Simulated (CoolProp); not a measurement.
Properties of R1234yf at several states (Tc = 367.8 K, pc = 3384 kPa, ω = 0.276).

Computed with CoolProp (reference Helmholtz-energy equation of state, Lemmon 2022).

```csv
T (K),p (kPa),phase,cv (kJ/(kg K)),isothermal compressibility (1/MPa),conductivity (mW/(m K))
158.7,19800,liquid,0.7422,0.0007272,118
391.3,22.7,gas,0.9819,44.14,21.7
163.5,4740,liquid,0.7378,0.0008551,113
373.2,4030,supercritical,1.101,0.3944,44.5
```

Thermal conductivity comes from a separate model (Perkins 2011).
